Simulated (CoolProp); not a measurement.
2000 sccm (0 °C, 1 atm) of nitrogen bubbles through liquid octamethylcyclotetrasiloxane (D4) at 298.5 K and leaves saturated at a total pressure of 0.00401 MPa (ideal gas phase). Each further row changes one setting.

Computed with CoolProp (reference Helmholtz-energy equation of state, Thol 2015).

```tsv
case	vapour pressure (kPa)	mole fraction of vapour	delivery (mg/min)	delivery (sccm)	change of delivery for a bath 1 K warmer (%)
as stated	0.138	0.0344	943	71.2	8.0
bath temperature 303.5 K	0.198	0.0495	1380	104	7.8
total pressure 0.00802 MPa	0.138	0.0172	463	35.0	7.8
```
